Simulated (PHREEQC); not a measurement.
Make-up at 47 °C: 0.059 mol/kgw HNO3, 0.00034 mol/kgw K2SO4 and 0.015 mol/kgw KH2PO4. Closed to the air; pH follows from the charge balance.

All values are PHREEQC results (ion-association model, wateq4f.dat), not measurements.

Precipitation was switched off in this run.

### Question
What pH does the model give?

### Answer
pH 1.41.

### Question
In which forms is S present?

### Answer
HSO4- 76 %, SO4-2 23 %, KSO4- 1.5 % of the S.

H3PO4, which wateq4f.dat lacks, is added to it with the constant of phreeqc.dat. At this temperature some constants are extrapolated from 25 °C, and those without enthalpy data are left unchanged.
